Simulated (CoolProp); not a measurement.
Values from CoolProp's reference Helmholtz-energy equation of state, Akasaka 2023.

### Question
For R1336mzz(E), give the phase and the Z, cv (kJ/(kg K)), speed of sound (m/s), Joule-Thomson coefficient (K/MPa) at 65.15 °C and 3.41 MPa; 101.05 °C and 3.41 MPa.

### Answer
- 65.15 °C and 3.41 MPa: liquid; Z 0.164, cv 0.902, speed of sound 421, Joule-Thomson coefficient 0.0154
- 101.05 °C and 3.41 MPa: liquid; Z 0.171, cv 0.928, speed of sound 269, Joule-Thomson coefficient 0.631
